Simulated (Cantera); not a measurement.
# Metals in furnace atmospheres: Ni + H₂S + H₂ + NH₃

A closed system holds: 1 mol Ni, 1.4 mol H₂S, 51 mol H₂, 1.2 mol NH₃, held at 180 Pa.

Cantera equilibrium calculation (NASA polynomials, part measured and part estimated; ideal gas, pure solids and liquids). Candidate condensed phases: Ni, NiS, NiS₂, Ni₃S₂, Ni₃S₄, S; 17 gas species. Metal and sulfide melt together well below either melting point, which pure phases cannot show. Mutual solubility and eutectic melting of coexisting phases are not modelled. Gases not in the tables: S₃ to S₇. Equilibrium is a limit: real reactors are often held back by kinetics, nucleation or transport.

```
T (K)   x H₂   x H₂S    x N₂      x S₂      x SH       x H       x S      x Ni  n Ni₃S₂(s)  n Ni₃S₂(l)  n Ni(s)
-----  -----  ------  ------  --------  --------  --------  --------  --------  ----------  ----------  -------
973    0.976  0.0134  0.0109   3.11e-6   1.11e-6   2.52e-8  1.40e-10    <1e-12       0.333           0        0
1023   0.976  0.0134  0.0109   9.18e-6   3.00e-6   9.64e-8  8.86e-10  1.60e-12       0.333           0        0
1073   0.976  0.0133  0.0109   2.45e-5   7.38e-6   3.26e-7   4.73e-9  1.93e-11           0       0.333        0
1123   0.976  0.0132  0.0109   5.95e-5   1.67e-5   9.92e-7   2.17e-8  1.81e-10           0       0.333        0
1173   0.976  0.0131  0.0109  0.000132   3.49e-5   2.75e-6   8.68e-8   1.40e-9           0       0.333        0
1223   0.976  0.0128  0.0109  0.000269   6.81e-5   7.00e-6   3.07e-7   9.19e-9           0       0.333        0
1273   0.976  0.0123  0.0109  0.000498  0.000123   1.66e-5   9.63e-7   5.24e-8           0       0.333        0
1323   0.976  0.0115  0.0109  0.000834  0.000208   3.69e-5   2.70e-6   2.65e-7           0       0.333        0
1373   0.977  0.0105  0.0109   0.00127  0.000329   7.76e-5   6.83e-6   1.21e-6           0       0.333        0
1423   0.975  0.0108  0.0109   0.00234  0.000561  0.000155   1.81e-5   4.60e-6           0       0.259    0.221
1473   0.972  0.0115  0.0109   0.00454  0.000965  0.000294   4.70e-5   1.54e-5           0       0.104    0.686
1523   0.970  0.0108  0.0109   0.00651   0.00141  0.000536  0.000101   4.76e-5           0           0    0.996
```
x: gas mole fraction; n: condensed amount in mol.

From 973 K to 1023 K the condensed part is Ni₃S₂(s). From 1073 K to 1373 K the condensed part is Ni₃S₂(l). From 1423 K to 1473 K the condensed part is Ni(s) + Ni₃S₂(l). At 1523 K the condensed part is Ni(s).
